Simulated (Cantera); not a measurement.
## Thermodynamics of carbothermic reduction, feed Fe3O4 + CO + N2

Input: 1 mol Fe3O4, 17 mol CO, 1.5 mol N2, equilibrated at 2598 K.

Cantera equilibrium calculation (NASA polynomials, part measured and part estimated; ideal gas, pure solids and liquids). Candidate condensed phases: C, Fe, Fe(CO)5, FeO, Fe2O3, Fe3O4; 27 gas species. Each liquid is taken as pure. Mutual solubility and eutectic melting of coexisting phases are not modelled. The tables' stoichiometric FeO is somewhat more stable than real wüstite, so its field is too wide. FeO: taken at fixed stoichiometry. Rates play no part.

From 10.0 Pa to 60.0 mbar nothing is condensed. From 0.220 bar to 2.80 bar the condensed part is FeO(l). At 10.0 bar the condensed part is Fe(l) + FeO(l). The main Fe-bearing gas is Fe throughout.

```
P (Pa)    x CO    x CO2       x O     x Fe    x N2      x O2     x FeO  n FeO(l)  n Fe(l)
-------  -----  -------  --------  -------  ------  --------  --------  --------  -------
10       0.668  0.00680     0.143    0.119  0.0590   0.00383  0.000465         0        0
36       0.668   0.0205     0.119    0.120  0.0599   0.00962   0.00141         0        0
130      0.664   0.0497    0.0807    0.122  0.0619    0.0159   0.00353         0        0
460      0.652   0.0916    0.0428    0.124  0.0645    0.0158   0.00673         0        0
1700     0.636    0.133    0.0172    0.126  0.0670   0.00948    0.0101         0        0
6000     0.625    0.157   0.00587    0.126  0.0685   0.00388    0.0122         0        0
22000    0.678    0.142   0.00134   0.0974  0.0721  0.000739   0.00786     0.819        0
77000    0.776   0.0974  0.000228   0.0465  0.0770   7.54e-5   0.00225      2.05        0
280000   0.830   0.0715   4.31e-5   0.0186  0.0795   9.78e-6  0.000617      2.64        0
1000000  0.849   0.0648   1.07e-5  0.00589  0.0806   2.15e-6  0.000173      2.79   0.0971
```
x: gas mole fraction; n: condensed amount in mol.
